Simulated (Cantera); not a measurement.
A perfectly stirred reactor is fed with 0.683 % CH3OH, 4.46 % O2, 94.9 % N2, at 5.70 bar; it is held at 1325 K, and followed from long to short residence time.

Cantera simulation using GRI-Mech 3.0 (53 species, 325 reactions); the numbers are that mechanism's predictions, not measurements. GRI-Mech 3.0 was tuned for natural gas; its chemistry of methanol as a main component is partial and can be far from experiment.

Problem. Predict: x(CH3OH) at τ = 2.10 s; x(O2) at τ = 2.10 s; x(CO) at τ = 2.10 s; x(CH3OH) at τ = 33.0 ms; x(O2) at τ = 33.0 ms; x(CO) at τ = 33.0 ms.

Solution. x(CH3OH) at τ = 2.10 s: 1.21e-6
x(O2) at τ = 2.10 s: 0.0342
x(CO) at τ = 2.10 s: 3.89e-5
x(CH3OH) at τ = 33.0 ms: 3.54e-5
x(O2) at τ = 33.0 ms: 0.0348
x(CO) at τ = 33.0 ms: 0.00114
